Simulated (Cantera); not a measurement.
An isothermal, constant-pressure homogeneous reactor starts with C2H6 : H2 = 1 : 15 (molar parts), at 1450 K and 10.5 Torr. Integrator tolerance rtol = 1e-08.

Cantera simulation using GRI-Mech 3.0 (53 species, 325 reactions); the numbers are that mechanism's predictions, not measurements. GRI-Mech 3.0 stops at C3 and has no aromatics, soot or wall deposition, so with more carbon than oxygen in the feed, carbon stays in small species such as C2H2 where larger ones or solid carbon would form. Radical loss at walls, strong at low pressure, is not modelled.

Task: What does this change do: temperature 1450 to 1950 K?

Result: 
```json
[
 {"quantity": "x(C2H6) at 30.0 s", "before": "1.88e-6 (gas-phase equilibrium 5.61e-8)", "after": "5.29e-11 (gas-phase equilibrium 5.30e-11)"},
 {"quantity": "x(H2) at 30.0 s", "before": "0.919 (gas-phase equilibrium 0.942)", "after": "0.935 (gas-phase equilibrium 0.935)"},
 {"quantity": "x(C2H2) at 30.0 s", "before": "0.0348 (gas-phase equilibrium 0.0533)", "after": "0.0552 (gas-phase equilibrium 0.0552)"},
 {"quantity": "x(C2H4) at 30.0 s", "before": "0.000256 (gas-phase equilibrium 0.000332)", "after": "6.45e-6 (gas-phase equilibrium 6.45e-6)"},
 {"quantity": "x(H) at 30.0 s", "before": "5.85e-5 (gas-phase equilibrium 7.81e-5)", "after": "0.00944 (gas-phase equilibrium 0.00944)"}
]
```

Task: What does this change do: pressure from 10.5 Torr to 825 Torr?

Result: 
```tsv
quantity	before	after
x(C2H6) at 30.0 s	1.88e-6 (gas-phase equilibrium 5.61e-8)	3.47e-5 (gas-phase equilibrium 3.47e-5)
x(H2) at 30.0 s	0.919 (gas-phase equilibrium 0.942)	0.886 (gas-phase equilibrium 0.886)
x(C2H2) at 30.0 s	0.0348 (gas-phase equilibrium 0.0533)	0.00604 (gas-phase equilibrium 0.00604)
x(C2H4) at 30.0 s	0.000256 (gas-phase equilibrium 0.000332)	0.00278 (gas-phase equilibrium 0.00278)
x(H) at 30.0 s	5.85e-5 (gas-phase equilibrium 7.81e-5)	8.54e-6 (gas-phase equilibrium 8.54e-6)
```
